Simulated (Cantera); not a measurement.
A closed system holds: 1 mol CaO, 2.2 mol F₂, 19 mol O₂, equilibrated at 13.3 mbar.

These are equilibrium values from Cantera (NASA tables, ideal gas, pure condensed phases), not measurements of a reactor. Candidate condensed phases: Ca, CaF₂, CaO; 13 gas species. Kinetics and transport are ignored.

x: gas mole fraction; n: condensed amount in mol.

```csv
T (°C),x O₂,x F,x F₂,x CaF₂,x O,n CaF₂(s),n CaF₂(l)
502,0.937,0.0111,0.0521,<1e-12,<1e-12,1.00,0
577,0.928,0.0304,0.0419,<1e-12,6.18e-12,1.00,0
652,0.913,0.0610,0.0257,<1e-12,1.11e-10,1.00,0
727,0.900,___,___,___,___,1.00,0
802,0.894,0.103,0.00366,3.31e-10,1.07e-8,1.00,0
877,0.891,0.107,0.00119,7.12e-9,6.80e-8,1.00,0
952,0.891,0.109,0.000425,1.03e-7,3.44e-7,1.000,0
1027,0.891,0.109,___,___,___,1.000,0
1102,0.890,0.109,7.25e-5,8.62e-6,5.20e-6,1.000,0
1177,0.890,0.110,3.41e-5,5.42e-5,1.64e-5,0.999,0
1252,0.890,0.110,1.73e-5,0.000276,4.63e-5,0.994,0
1327,0.889,0.109,9.29e-6,0.00118,0.000118,0.974,0
1402,0.886,0.109,5.25e-6,0.00437,0.000279,0.904,0
1477,0.878,0.108,3.08e-6,0.0133,0.000607,0,0.705
```

### Question
What belongs in the gaps?

### Answer

- 1027, x F₂: 0.000167
- 1027, x CaF₂: 1.08e-6
- 1027, x O: 1.45e-6
- 727, x F: 0.0889
- 727, x F₂: 0.0109
- 727, x CaF₂: 9.50e-12
- 727, x O: 1.29e-9
